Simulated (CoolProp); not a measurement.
Values from CoolProp's reference Helmholtz-energy equation of state, Lemmon 2006. It is a short technical equation, of lower accuracy than the large ones.

**Question.** For C2F6 (R116), give the phase and the cv (kJ/(kg K)), speed of sound (m/s), Joule-Thomson coefficient (K/MPa) at 42.15 °C and 0.101 MPa.

**Answer.** 
- 42.15 °C and 0.101 MPa: gas; cv 0.738, speed of sound 142, Joule-Thomson coefficient 7.07
